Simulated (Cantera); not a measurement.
What does this Cantera script print?

```python
import numpy as np
import cantera as ct

gas_names = """
    AL ALH ALN AL2 H H2 N NH NH2 NH3 N2 N2H2 N2H4
""".split()
cond_names = """
    AL(cr) AL(L) ALN(s)
""".split()


# ... load() reads the species with a 1 bar reference pressure and builds the phases ...
atoms = {
    'Al': {'AL': 1},
    'N2': {'N': 2},
    'H2': {'H': 2},
}
top_T = {'ALN(s)': 2750}  # K; cautious upper limits of use, not melting points


# ... equilibrate(T, P, feed) seeds the gas with the atoms and calls Mixture.equilibrate('TP', solver="vcs", rtol=1e-11, max_steps=5000) ...
results = []
feed = {'Al': 1, 'N2': 60, 'H2': 85}  # mol
T = 850  # K
P = 133.322  # Pa
mix = equilibrate(T, P, feed)
results.append((T, P, feed, dict(zip(mix.species_names, mix.species_moles))))
x = sorted(zip(gas.X, gas.species_names), reverse=True)
print(f"T = {T:g} K  P = {P:g} Pa  gas = {mix.phase_moles(0):.4g} mol")
print("   x: " + "  ".join(f"{s} {v:.3e}" for v, s in x if v > 0.001))
print("   condensed (mol): " + ("  ".join(f"{mix.phase(i).name} {mix.phase_moles(i):.4g}"
      for i in range(1, mix.n_phases) if mix.phase_moles(i) > 1e-12) or "none"))
```

Result:

```
T = 850 K  P = 133.322 Pa  gas = 144.5 mol
   x: H2 5.882e-01  N2 4.118e-01
   condensed (mol): ALN(s) 1
```

These are equilibrium values from Cantera (NASA tables, ideal gas, pure condensed phases), not measurements of a reactor.
